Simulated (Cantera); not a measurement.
Charge: 1 mol Si, 0.002 mol H2O, 99 mol H2, equilibrated at 110 Pa.

Method: chemical equilibrium by Gibbs-energy minimisation in Cantera with the NASA 1993 tables (ideal gas, pure condensed phases). Candidate condensed phases: H2O, Si, SiO2; 18 gas species. Mutual solubility and eutectic melting of coexisting phases are not modelled. Gases not in the tables: Si2H6 and higher silanes. Rates play no part.

log p: log10 of the partial pressure in bar; n: condensed amount in mol.

```tsv
T (K)	log p H2	log p H	log p Si	log p SiH	n Si(s)	n SiO2(β-quartz)	n Si(l)
948	-2.96	-10.76	<-14	<-14	0.999	0.000998	0
1023	-2.96	-9.86	<-14	-14.95	0.999	0.000940	0
1098	-2.96	-9.09	-13.66	-13.66	0.998	3.15e-5	0
1173	-2.96	(withheld)	(withheld)	(withheld)	0.998	0	0
1248	-2.96	-7.81	-11.11	-11.54	0.998	0	0
1323	-2.96	-7.28	-10.05	-10.67	0.998	0	0
1398	-2.96	-6.80	-9.11	-9.89	0.998	0	0
1473	-2.96	-6.38	-8.26	-9.19	0.997	0	0
1548	-2.96	-5.99	-7.50	-8.55	0.995	0	0
1623	-2.96	(withheld)	(withheld)	(withheld)	0.982	0	0
1698	-2.96	-5.32	-6.18	-7.47	0	0	0.934
```

Q: What belongs in the gaps?

A: 
- 1623, log p H: -5.64
- 1623, log p Si: -6.81
- 1623, log p SiH: -7.98
- 1173, log p H: -8.41
- 1173, log p Si: -12.31
- 1173, log p SiH: -12.53
